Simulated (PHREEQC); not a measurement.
Model water analysis in mg/kgw, 50 °C, pH 4.14, pe 8.4:

```csv
constituent,mg/kgw
Na,94.6
K,0.434
Ca,235
Mg,88.3
Cl,201
S(6) as SO4,809
Cu(2),0.571
```

Valence states are taken as typed.

Computed with PHREEQC (ion-association model, phreeqc.dat).

This is a speciation only: nothing precipitates in the calculation.

Question: Predict the ionic strength, specific conductance, charge-balance error.

Answer: ionic strength 0.0293 mol/kgw; specific conductance 3090 µS/cm; charge-balance error 2.2 %.

Question: In which forms is Mg present?

Answer: Mg+2 61 %, MgSO4 39 % of the Mg.

At this temperature some constants are extrapolated from 25 °C, and those without enthalpy data are left unchanged.
